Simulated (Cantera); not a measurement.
Cantera run:

```python
import numpy as np
import cantera as ct

gas_names = """
    C CO CO2 C2 C2O C3 C3O2 C4 C5 O O2 O3 Ta TaO TaO2
""".split()
cond_names = """
    C(gr) Ta(cr) Ta(L) TaC(s) TaC(L) Ta2O5(s) Ta2O5(L)
""".split()


# ... load() reads the species with a 1 bar reference pressure and builds the phases ...
atoms = {
    'Ta': {'Ta': 1},
    'CO2': {'C': 1, 'O': 2},
}
top_T = {'C(gr)': 4500}  # K; cautious upper limits of use, not melting points


# ... equilibrate(T, P, feed) seeds the gas with the atoms and calls Mixture.equilibrate('TP', solver="vcs", rtol=1e-11, max_steps=5000) ...
results = []
feed = {'Ta': 1, 'CO2': 1.9}  # mol
P = 4100  # Pa
for T in [900, 975, 1050, 1125, 1200, 1275, 1350, 1425, 1500, 1575, 1650, 1725, 1800, 1875]:
    mix = equilibrate(T, P, feed)
    results.append((T, P, feed, dict(zip(mix.species_names, mix.species_moles))))
    x = sorted(zip(gas.X, gas.species_names), reverse=True)
    print(f"T = {T:g} K  P = {P:g} Pa  gas = {mix.phase_moles(0):.4g} mol")
    print("   x: " + "  ".join(f"{s} {v:.3e}" for v, s in x if v > 0.0001))
    print("   condensed (mol): " + ("  ".join(f"{mix.phase(i).name} {mix.phase_moles(i):.4g}"
          for i in range(1, mix.n_phases) if mix.phase_moles(i) > 1e-12) or "none"))
```

It prints:

```
T = 900 K  P = 4100 Pa  gas = 1.12 mol
   x: CO 8.389e-01  CO2 1.611e-01
   condensed (mol): C(gr) 0.7804  Ta2O5(s) 0.5
T = 975 K  P = 4100 Pa  gas = 1.254 mol
   x: CO 9.634e-01  CO2 3.655e-02
   condensed (mol): C(gr) 0.6458  Ta2O5(s) 0.5
T = 1050 K  P = 4100 Pa  gas = 1.289 mol
   x: CO 9.914e-01  CO2 8.615e-03
   condensed (mol): C(gr) 0.6111  Ta2O5(s) 0.5
T = 1125 K  P = 4100 Pa  gas = 1.297 mol
   x: CO 9.976e-01  CO2 2.386e-03
   condensed (mol): C(gr) 0.6031  Ta2O5(s) 0.5
T = 1200 K  P = 4100 Pa  gas = 1.728 mol
   x: CO 9.991e-01  CO2 8.636e-04
   condensed (mol): TaC(s) 0.1719  Ta2O5(s) 0.4141
T = 1275 K  P = 4100 Pa  gas = 1.728 mol
   x: CO 9.991e-01  CO2 8.540e-04
   condensed (mol): TaC(s) 0.1719  Ta2O5(s) 0.4141
T = 1350 K  P = 4100 Pa  gas = 1.728 mol
   x: CO 9.992e-01  CO2 8.458e-04
   condensed (mol): TaC(s) 0.1718  Ta2O5(s) 0.4141
T = 1425 K  P = 4100 Pa  gas = 1.728 mol
   x: CO 9.992e-01  CO2 8.389e-04
   condensed (mol): TaC(s) 0.1718  Ta2O5(s) 0.4141
T = 1500 K  P = 4100 Pa  gas = 1.728 mol
   x: CO 9.992e-01  CO2 8.330e-04
   condensed (mol): TaC(s) 0.1718  Ta2O5(s) 0.4141
T = 1575 K  P = 4100 Pa  gas = 1.728 mol
   x: CO 9.992e-01  CO2 8.281e-04
   condensed (mol): TaC(s) 0.1718  Ta2O5(s) 0.4141
T = 1650 K  P = 4100 Pa  gas = 1.728 mol
   x: CO 9.992e-01  CO2 8.240e-04
   condensed (mol): TaC(s) 0.1718  Ta2O5(s) 0.4141
T = 1725 K  P = 4100 Pa  gas = 1.728 mol
   x: CO 9.992e-01  CO2 8.205e-04
   condensed (mol): TaC(s) 0.1718  Ta2O5(s) 0.4141
T = 1800 K  P = 4100 Pa  gas = 1.728 mol
   x: CO 9.992e-01  CO2 8.177e-04
   condensed (mol): TaC(s) 0.1718  Ta2O5(s) 0.4141
T = 1875 K  P = 4100 Pa  gas = 1.728 mol
   x: CO 9.992e-01  CO2 8.155e-04
   condensed (mol): TaC(s) 0.1718  Ta2O5(s) 0.4141
```

Cantera equilibrium calculation (NASA polynomials, part measured and part estimated; ideal gas, pure solids and liquids). Mutual solubility and eutectic melting of coexisting phases are not modelled. TaC: taken at fixed stoichiometry. Condensed phases not in the tables: Ta2C.
